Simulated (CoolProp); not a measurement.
Saturation properties of R1132(E) (Tc = 75.7 °C, pc = 5.174 MPa, ω = 0.245).

The numbers come from the reference Helmholtz-energy equation of state, Akasaka 2024 in CoolProp.

```
T (°C)  p (MPa)  liquid density (kg/m³)  vapour density (kg/m³)  enthalpy of vaporisation (kJ/kg)  liquid cp (kJ/(kg K))
------  -------  ----------------------  ----------------------  --------------------------------  ---------------------
-16.95   0.4638                    1052                   15.44                             271.7                  1.689
-12.35   0.5451                       ?                   18.05                             266.3                  1.701
-7.85    0.6345                    1026                   20.94                             261.0                      ?
-3.25    0.7369                    1012                   24.26                             255.3                  1.733
1.35     0.8511                   998.1                   28.00                             249.4                  1.753
5.85          ?                   983.8                   32.11                             243.4                  1.775
10.45     1.115                   968.7                       ?                             237.0                  1.802
14.95     1.266                   953.3                   42.00                             230.5                  1.832
19.55     1.436                   936.9                   47.93                                 ?                  1.869
24.15     1.621                   919.7                   54.62                             216.0                      ?
28.65     1.819                   902.1                   61.98                             208.4                  1.960
33.25         ?                   883.0                   70.49                             200.0                  2.020
```

Fill in the missing entries.


- -12.35, liquid density (kg/m³): 1039
- -7.85, liquid cp (kJ/(kg K)): 1.716
- 5.85, p (MPa): 0.9751
- 10.45, vapour density (kg/m³): 36.83
- 19.55, enthalpy of vaporisation (kJ/kg): 223.4
- 24.15, liquid cp (kJ/(kg K)): 1.911
- 33.25, p (MPa): 2.040
